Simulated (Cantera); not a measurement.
Charge: 1 mol LiCl, 4.7 mol H₂, at 2000 K and 0.0323 Torr.

Equilibrium computed with Cantera from the NASA thermochemical tables; the gas is ideal and each condensed phase is pure. Candidate condensed phases: Li, LiCl, LiH; 11 gas species. Rates play no part.

Base state: H₂ 0.621, H 0.195, LiCl 0.127, Li 0.0282, HCl 0.0229, Cl 0.00536 (mole fractions); condensed: gas only.

**Question.** What changes in the equilibrium state with this change: temperature from 2000 K to 1923 K?

**Answer.** 
```tsv
species	before	after
H₂	0.621	0.696
LiCl	0.127	0.141
H	0.195	0.120
Li	0.0282	0.0214
HCl	0.0229	0.0189
Cl	0.00536	0.00245
```

**Question.** What changes in the equilibrium state with this change: temperature from 2000 K to 1698.15 K?

**Answer.** 
```tsv
species	before	after
H₂	0.621	0.800
LiCl	0.127	0.165
H	0.195	0.0197
Li	0.0282	0.00764
HCl	0.0229	0.00750
Cl	0.00536	0.000144
```

**Question.** What changes in the equilibrium state with this change: temperature from 2000 K to 1925 K?

**Answer.** 
| species | before | after |
|---|---|---|
| H₂ | 0.621 | 0.694 |
| LiCl | 0.127 | 0.141 |
| H | 0.195 | 0.121 |
| Li | 0.0282 | 0.0215 |
| HCl | 0.0229 | 0.0190 |
| Cl | 0.00536 | 0.00250 |
